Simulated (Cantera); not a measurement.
CF4 + H2 (fluorocarbon and chlorocarbon gases)

Feed: 1 mol CF4, 0.11 mol H2, equilibrated at 100 Torr.

Cantera equilibrium calculation (NASA polynomials, part measured and part estimated; ideal gas, pure solids and liquids). Candidate condensed phases: C, C6H6, C7H8, C8H18; 95 gas species. Gases not in the tables: C2F6 and larger saturated fluorocarbons. Rates play no part.

```csv
T (K),log p CF4,log p HF,log p CF2,log p CF3,log p F,log p CHF3,n C(graphite)
1223,-0.97,-1.60,-7.06,-7.02,-8.44,-6.78,0.0550
1273,-0.97,-1.60,-6.59,-6.64,-7.91,-6.71,0.0550
1323,-0.97,-1.60,-6.16,-6.29,-7.42,-6.64,0.0550
1373,-0.97,-1.60,-5.75,-5.96,-6.97,-6.58,0.0550
1423,-0.97,-1.60,-5.38,-5.66,-6.54,-6.52,0.0550
1473,-0.97,-1.60,-5.03,-5.37,-6.15,-6.47,0.0550
1523,-0.97,-1.60,-4.71,-5.11,-5.78,-6.42,0.0549
1573,-0.97,-1.60,-4.40,-4.86,-5.43,-6.37,0.0548
1623,-0.97,-1.60,-4.12,-4.63,-5.11,-6.32,0.0546
1673,-0.97,-1.60,-3.85,-4.41,-4.81,-6.28,0.0543
1723,-0.97,-1.60,-3.60,-4.21,-4.52,-6.24,0.0538
1773,-0.97,-1.60,-3.36,-4.02,-4.25,-6.21,0.0530
1823,-0.97,-1.60,-3.14,-3.84,-3.99,-6.17,0.0517
```
log p: log10 of the partial pressure in bar; n: condensed amount in mol.

From 1223 K to 1823 K the condensed part is C(graphite). The main C-bearing gas is CF4 throughout.
